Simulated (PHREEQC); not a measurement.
Solution (75 °C): 0.0037 mol/kgw NaH2PO4 and 0.0001 mol/kgw Na2SO4. Closed to the air; pH follows from the charge balance.

Computed with PHREEQC (ion-association model, phreeqc.dat).

```csv
quantity,before,after
pH,4.86,4.97
ionic strength (mol/kgw),0.00404,0.00217
```

### Question
What was changed between the two runs?
A. Na2SO4 from 0.0001 to 0.0002 mol/kgw
B. NaH2PO4 from 0.0037 to 0.00185 mol/kgw
C. NaH2PO4 replaced by NaOH at the same molality

### Answer
B, NaH2PO4 from 0.0037 to 0.00185 mol/kgw

No solid was allowed to form. Away from 25 °C the constants follow the database's enthalpies or fits; those with neither stay at their 25 °C values.
